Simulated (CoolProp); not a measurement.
Oxygen along the isobar 5.27 MPa: fugacity coefficient from the reference equation and from simpler models built on Tc = 154.6 K, pc = 5.046 MPa, ω = 0.022; each cubic takes its own stable root.

The numbers come from the reference Helmholtz-energy equation of state, Schmidt 1985 in CoolProp. Above 300 K oxygen's equation is extrapolated.

```json
[
 {"T (K)": "71.9", "phase": "liquid", "reference": "0.002079"},
 {"T (K)": "90", "phase": "liquid", "reference": "0.02216"},
 {"T (K)": "108.1", "phase": "liquid", "reference": "0.09676"},
 {"T (K)": "126.3", "phase": "liquid", "reference": "0.2574"},
 {"T (K)": "144.4", "phase": "liquid", "reference": "0.4966"},
 {"T (K)": "162.5", "phase": "supercritical", "reference": "0.7092"},
 {"T (K)": "180.7", "phase": "supercritical", "reference": "0.7934"},
 {"T (K)": "198.8", "phase": "supercritical", "reference": "0.8478"},
 {"T (K)": "216.9", "phase": "supercritical", "reference": "0.8861"},
 {"T (K)": "235.1", "phase": "supercritical", "reference": "0.9142"},
 {"T (K)": "253.2", "phase": "supercritical", "reference": "0.9352"},
 {"T (K)": "271.3", "phase": "supercritical", "reference": "0.9511"},
 {"T (K)": "289.5", "phase": "supercritical", "reference": "0.9636"},
 {"T (K)": "307.6", "phase": "supercritical", "reference": "0.9734"},
 {"T (K)": "325.8", "phase": "supercritical", "reference": "0.9812"},
 {"T (K)": "343.9", "phase": "supercritical", "reference": "0.9874"}
]
```

Question: How far does each simpler model (van der Waals, Redlich-Kwong, Soave-Redlich-Kwong, Peng-Robinson) lie from the reference over these 16 states: mean and median of the absolute difference, and the worst?

Answer: 
- van der Waals: mean 87.8 %, median 1.7 %, worst +940.4 % at 71.9 K and 5.27 MPa
- Redlich-Kwong: mean 5.8 %, median 0.5 %, worst -55.1 % at 71.9 K and 5.27 MPa
- Soave-Redlich-Kwong: mean 0.9 %, median 0.5 %, worst -6.1 % at 71.9 K and 5.27 MPa
- Peng-Robinson: mean 1.9 %, median 1.6 %, worst -3.8 % at 162.5 K and 5.27 MPa
